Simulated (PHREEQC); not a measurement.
1 kg of water holding 0.45 mol/kgw KCl, 0.0056 mol/kgw NaCl, 0.099 mol/kgw MgCl2 and 0.15 mol/kgw SrCl2 is evaporated at 25 °C; the solids stay in contact with the brine. No CO2 enters from the air. Only these solids could form: Bischofite, Brucite, Carnallite, Halite, Sylvite, MgCl2_4H2O.

The series has 16 steps of water left (kg), from 1 to 0.05275.

Model: Pitzer model, pitzer.dat, run in PHREEQC.

**Question.** Which solids form, in which order, and at which step of the series does each first stand?

**Answer.** Sylvite from water left = 0.1407 kg.

Species that the database lacks are ignored.
